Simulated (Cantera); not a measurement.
Thermodynamics of iron carbonyl, mercury and lead vapours, feed Pb + CO + H2

A closed system holds: 1 mol Pb, 2.7 mol CO, 0.32 mol H2, equilibrated at 13.0 Pa.

Method: chemical equilibrium by Gibbs-energy minimisation in Cantera with the NASA 1993 tables (ideal gas, pure condensed phases). Candidate condensed phases: C, C6H6, C7H8, C8H18, H2O, Pb, PbO, PbO2, Pb3O4; 113 gas species. Equilibrium is a limit: real reactors are often held back by kinetics, nucleation or transport.

From 773 K to 923 K the condensed part is C(graphite) + Pb(l). At 998 K the condensed part is Pb(l). From 1073 K to 1448 K nothing is condensed. The main Pb-bearing gas is Pb throughout.

```
T (K)   x CO      x Pb    x H2     x CO2     x H2O       x H  n C(graphite)  n Pb(l)
-----  -----  --------  ------  --------  --------  --------  -------------  -------
773    0.867  0.000178   0.108    0.0239  0.000580  2.62e-11         0.0721    0.999
848    0.889   0.00230   0.106   0.00235   9.04e-5  5.43e-10        0.00735    0.993
923    0.876    0.0195   0.104  0.000315   1.83e-5   6.92e-9        0.00102    0.940
998    0.787     0.119  0.0933   4.76e-5   3.90e-6   5.76e-8              0    0.591
1073   0.672     0.249  0.0796   8.26e-6   9.04e-7   3.47e-7              0        0
1148   0.672     0.249  0.0796   2.39e-6   3.34e-7   1.77e-6              0        0
1223   0.672     0.249  0.0796   8.07e-7   1.40e-7   7.44e-6              0        0
1298   0.672     0.249  0.0796   3.11e-7   6.46e-8   2.65e-5              0        0
1373   0.672     0.249  0.0796   1.59e-7   3.87e-8   8.24e-5              0        0
1448   0.672     0.249  0.0795   1.33e-7   3.72e-8  0.000228              0        0
```
x: gas mole fraction; n: condensed amount in mol.
